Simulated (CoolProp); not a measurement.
Values from CoolProp's reference Helmholtz-energy equation of state, Tillner-Roth 1997.

For CH2F2 (R32), give the phase and the cv (kJ/(kg K)), conductivity (mW/(m K)), Prandtl number at 95.65 °C and 0.101 MPa; 103.85 °C and 0.101 MPa; 161.85 °C and 0.101 MPa.


- 95.65 °C and 0.101 MPa: gas; cv 0.780, conductivity 19.7, Prandtl number 0.791
- 103.85 °C and 0.101 MPa: gas; cv 0.793, conductivity 20.5, Prandtl number 0.786
- 161.85 °C and 0.101 MPa: gas; cv 0.885, conductivity 26.7, Prandtl number 0.755

Viscosity comes from a separate model (Bell 2016), an estimate that may be off by 10 % or more. Thermal conductivity comes from a separate model (Huber 2003), an estimate that may be off by 10 % or more.
